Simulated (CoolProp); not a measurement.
C2F6 (R116) along the isobar 9.33 MPa: fugacity coefficient from the reference equation and from simpler models built on Tc = 293.0 K, pc = 3.048 MPa, ω = 0.257; each cubic takes its own stable root.

Computed with CoolProp (reference Helmholtz-energy equation of state, Lemmon 2006). It is a short technical equation, of lower accuracy than the large ones.

```csv
T (K),phase,reference
189.8,liquid,0.01279
205.2,liquid,0.02725
220.7,liquid,0.05093
236.2,liquid,0.08547
251.7,liquid,0.1315
267.2,liquid,0.1886
282.6,liquid,0.2543
298.1,supercritical,0.3270
313.6,supercritical,0.4027
329.1,supercritical,0.4776
```

Problem. How far does each simpler model (van der Waals, Redlich-Kwong, Soave-Redlich-Kwong) lie from the reference over these 10 states: mean and median of the absolute difference, and the worst?

Solution. 
- van der Waals: mean 132.8 %, median 62.3 %, worst +530.6 % at 189.8 K and 9.33 MPa
- Redlich-Kwong: mean 26.3 %, median 17.5 %, worst +79.4 % at 189.8 K and 9.33 MPa
- Soave-Redlich-Kwong: mean 3.5 %, median 3.9 %, worst +4.4 % at 282.6 K and 9.33 MPa
